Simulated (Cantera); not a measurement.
An isothermal, constant-pressure homogeneous reactor starts with 82.0 % NH3, 18.0 % H2, at 2373 K and 0.0132 atm.

Computed with Cantera and the gas-phase N/H chemistry of the illustrative SiF4/NH3 mechanism in the Surface Chemkin manual (1991). Walls and surfaces, which speed up NH3 decomposition in real reactors, are not modelled.

x: mole fraction; the columns are a selection and need not sum to one.

```tsv
t (s)	x NH3	x H2	x N	x H	x N2H2
0.000300	0.817	0.181	(withheld)	0.000138	2.33e-6
0.00145	0.802	0.190	(withheld)	0.000434	3.66e-5
0.00702	0.716	0.252	(withheld)	0.000608	3.48e-5
0.0340	0.437	0.454	(withheld)	0.00120	1.70e-5
0.164	0.0719	0.719	(withheld)	0.00319	1.93e-6
0.795	1.29e-5	0.742	(withheld)	0.0366	4.78e-11
3.85	5.24e-8	0.687	(withheld)	0.0995	<1e-12
18.6	4.20e-8	0.685	3.38e-7	0.101	<1e-12
90.0	4.20e-8	0.685	3.38e-7	0.101	<1e-12
```

Question: What belongs in the gaps?

Answer: 
- 0.000300, x N: 3.50e-7
- 0.00145, x N: 6.75e-6
- 0.00702, x N: 9.23e-6
- 0.0340, x N: 1.26e-5
- 0.164, x N: 1.43e-5
- 0.795, x N: 3.93e-6
- 3.85, x N: 4.03e-7
